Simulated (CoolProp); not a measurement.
Values from CoolProp's reference Helmholtz-energy equation of state, Wagner 2002.

Problem. For water, give the phase and the cp (kJ/(kg K)), speed of sound (m/s), isothermal compressibility (1/MPa), expansivity (1/kK) at 668.7 K and 1860 kPa; 668.7 K and 20500 kPa; 668.7 K and 33100 kPa.

Solution. 
- 668.7 K and 1860 kPa: gas; cp 2.19, speed of sound 622, isothermal compressibility 0.552, expansivity 1.65
- 668.7 K and 20500 kPa: gas; cp 7.29, speed of sound 494, isothermal compressibility 0.0972, expansivity 8.41
- 668.7 K and 33100 kPa: supercritical; cp 12.2, speed of sound 530, isothermal compressibility 0.0293, expansivity 13.8
